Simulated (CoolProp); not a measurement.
Computed with CoolProp (reference Helmholtz-energy equation of state, McLinden 2020).

Give the vapour pressure (MPa), liquid density (kg/m³), vapour density (kg/m³), enthalpy of vaporisation (kJ/kg) of saturated R1336mzz(Z) at 296.3, 319.1, 387.5 K.


```json
[
 {"T (K)": "296.3", "p (MPa)": "0.0684", "liquid density (kg/m³)": "1370", "vapour density (kg/m³)": "4.74", "enthalpy of vaporisation (kJ/kg)": "169"},
 {"T (K)": "319.1", "p (MPa)": "0.157", "liquid density (kg/m³)": "1310", "vapour density (kg/m³)": "10.4", "enthalpy of vaporisation (kJ/kg)": "159"},
 {"T (K)": "387.5", "p (MPa)": "0.975", "liquid density (kg/m³)": "1080", "vapour density (kg/m³)": "66.0", "enthalpy of vaporisation (kJ/kg)": "116"}
]
```
